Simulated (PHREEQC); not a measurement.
Solution (64 °C): 0.12 mol HCl, 0.031 mol Li2SO4 and 0.005 mol NiSO4 per kg of water. Closed to the air; pH follows from the charge balance.

Computed with PHREEQC (ion-association model, wateq4f.dat).

```
Property                  Value
----------------  -------------
pH                         1.15
ionic strength    0.168 mol/kgw
total alkalinity    -120 meq/kg
```

```tsv
species	molality	activity	log γ
Cl-	0.119	0.0846	-0.150
H+	0.0891	0.0706	-0.101
Li+	0.0617	0.0464	-0.124
HSO4-	0.0309	0.0224	-0.139
SO4-2	0.00434	0.00125	-0.542
Ni+2	0.00418	0.00123	-0.529
NiSO4	0.000388	0.000404	0.017
NiCl+	0.000356	0.000262	-0.132
LiSO4-	0.000343	0.000252	-0.134
NiCl2	7.76e-5	8.06e-5	0.017
Ni(SO4)2-2	6.79e-8	2.01e-8	-0.529
```

Precipitation was switched off in this run. Species that the database lacks are ignored. At this temperature some constants are extrapolated from 25 °C, and those without enthalpy data are left unchanged.
